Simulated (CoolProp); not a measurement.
Saturated liquid density (kg/m³) of R141b: the reference equation beside estimates from Tc = 477.5 K, pc = 42.12 bar, ω = 0.220. Rackett uses Z = 0.29056 − 0.08775 ω.

Model: reference Helmholtz-energy equation of state, Lemmon 2006, in CoolProp. It is a short technical equation, of lower accuracy than the large ones.

```json
[
 {"T (K)": "244.5", "reference": "1334", "Rackett": "1324", "van der Waals": "807.8", "Redlich-Kwong": "1199", "Peng-Robinson": "?"},
 {"T (K)": "248.3", "reference": "1327", "Rackett": "?", "van der Waals": "?", "Redlich-Kwong": "1192", "Peng-Robinson": "1367"},
 {"T (K)": "252.2", "reference": "1320", "Rackett": "1310", "van der Waals": "800.3", "Redlich-Kwong": "1186", "Peng-Robinson": "1361"},
 {"T (K)": "256", "reference": "1313", "Rackett": "1303", "van der Waals": "796.6", "Redlich-Kwong": "1180", "Peng-Robinson": "1355"},
 {"T (K)": "259.9", "reference": "1306", "Rackett": "1297", "van der Waals": "792.6", "Redlich-Kwong": "1173", "Peng-Robinson": "1348"},
 {"T (K)": "263.7", "reference": "1299", "Rackett": "1290", "van der Waals": "788.8", "Redlich-Kwong": "1167", "Peng-Robinson": "1342"},
 {"T (K)": "267.6", "reference": "1291", "Rackett": "1283", "van der Waals": "784.8", "Redlich-Kwong": "1160", "Peng-Robinson": "1336"},
 {"T (K)": "271.4", "reference": "1284", "Rackett": "1276", "van der Waals": "780.9", "Redlich-Kwong": "1153", "Peng-Robinson": "1329"},
 {"T (K)": "275.3", "reference": "1277", "Rackett": "?", "van der Waals": "776.8", "Redlich-Kwong": "1146", "Peng-Robinson": "1322"},
 {"T (K)": "279.1", "reference": "1270", "Rackett": "1262", "van der Waals": "772.7", "Redlich-Kwong": "1139", "Peng-Robinson": "1316"},
 {"T (K)": "283", "reference": "1263", "Rackett": "1255", "van der Waals": "768.5", "Redlich-Kwong": "1132", "Peng-Robinson": "1309"},
 {"T (K)": "286.8", "reference": "1256", "Rackett": "1248", "van der Waals": "764.4", "Redlich-Kwong": "1125", "Peng-Robinson": "1302"},
 {"T (K)": "290.7", "reference": "1248", "Rackett": "1240", "van der Waals": "760.1", "Redlich-Kwong": "1118", "Peng-Robinson": "1295"}
]
```

Some entries are withheld; supply them.


- 244.5, Peng-Robinson: 1372
- 248.3, Rackett: 1317
- 248.3, van der Waals: 804.2
- 275.3, Rackett: 1269

Absolute difference from the reference over all 13 rows, mean and median: Rackett 0.7 and 0.6 %, van der Waals 39.2 and 39.2 %, Redlich-Kwong 10.2 and 10.2 %, Peng-Robinson 3.4 and 3.5 %.
